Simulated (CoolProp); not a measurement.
A Linde-Hampson liquefier for ethylene: isothermal reversible compression at 300 K from 1 atm to 30 MPa, throttling to 1 atm, return gas leaving the recuperator 0 K below the feed. Each further row changes one setting.

Computed with CoolProp (reference Helmholtz-energy equation of state, Smukala 2000).

| case | liquid yield per pass | compression work (kJ/kg of gas) |
|---|---|---|
| as stated | 0.481 | 397 |
| high pressure 60 MPa | 0.454 | 462 |
| warm-end temperature 330 K | 0.404 | 467 |
| warm-end gap 5 K | 0.475 | 397 |
